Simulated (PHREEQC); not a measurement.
Dissolve 3.4 mol KOH per kg of water at 5 °C. Closed to the air; pH follows from the charge balance.

Computed with PHREEQC (Pitzer model, pitzer.dat).

This is a speciation only: nothing precipitates in the calculation.

### Question
Predict the pH, activity of water, osmotic coefficient.

### Answer
pH 15.59; activity of water 0.853; osmotic coefficient 1.298.

In brines, pH and single-ion activities rest on the MacInnes convention. Away from 25 °C the constants follow the database's enthalpies or fits; those with neither stay at their 25 °C values.
